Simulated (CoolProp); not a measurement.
The fluid at 245.48 K and 0.736 MPa expands adiabatically to 0.0565 MPa with isentropic efficiency 0.9. The same conditions are run with several fluids, on thermodynamics alone (safety and materials aside).

Computed with CoolProp (reference Helmholtz-energy equation of state of each fluid (CH3F (R41): Lemmon 2006; fluorine: de Reuck 1990; CF4 (R14): Platzer 1990; methane: Setzmann 1991; ethylene: Smukala 2000)). The equations of Platzer and Polt are older, rougher fits.

```csv
fluid,work (kJ/kg),final temperature (K),final phase,final density (kg/m³)
CH3F (R41),101,184.8,"two-phase, vapour fraction 0.874",1.48
fluorine,87.8,131.4,gas,1.98
CF4 (R14),41.6,162.5,gas,3.73
methane,213,140.0,gas,0.787
ethylene,121,160.1,"two-phase, vapour fraction 0.945",1.29
```
